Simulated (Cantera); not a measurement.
## Thermal oxidation and active oxidation of silicon: Si + CO₂ + H₂

Feed: 1 mol Si, 0.38 mol CO₂, 33 mol H₂, held at 200 Pa.

These are equilibrium values from Cantera (NASA tables, ideal gas, pure condensed phases), not measurements of a reactor. Candidate condensed phases: C, C₆H₆, C₇H₈, C₈H₁₈, H₂O, Si, SiC, SiO₂; 123 gas species. Gases not in the tables: Si₂H₆ and higher silanes. Equilibrium is a limit: real reactors are often held back by kinetics, nucleation or transport.

```tsv
T (°C)	x H₂	x SiO	x H	x CO	x Si	n SiC(s)
1250	0.977	0.0204	0.000511	0.00208	4.85e-6	0.310
1275	0.977	0.0204	0.000681	0.00208	8.92e-6	0.310
1300	0.977	0.0204	0.000898	0.00208	1.61e-5	0.310
1325	0.976	0.0204	0.00118	0.00209	2.84e-5	0.309
1350	0.976	0.0204	0.00153	0.00210	4.93e-5	0.309
1375	0.975	0.0204	0.00197	0.00212	8.40e-5	0.308
1400	0.975	0.0203	0.00251	0.00215	0.000140	0.307
1425	0.974	0.0203	0.00319	0.00220	0.000230	0.306
1450	0.973	0.0202	0.00402	0.00227	0.000368	0.303
1475	0.972	0.0201	0.00504	0.00239	0.000576	0.299
1500	0.970	0.0199	0.00627	0.00255	0.000882	0.293
1525	0.968	0.0196	0.00775	0.00278	0.00132	0.285
1550	0.966	0.0193	0.00952	0.00310	0.00191	0.274
1575	0.963	0.0188	0.0116	0.00353	0.00271	0.259
```
x: gas mole fraction; n: condensed amount in mol.

From 1250 °C to 1575 °C the condensed part is SiC(s). The main Si-bearing gas is SiO throughout.
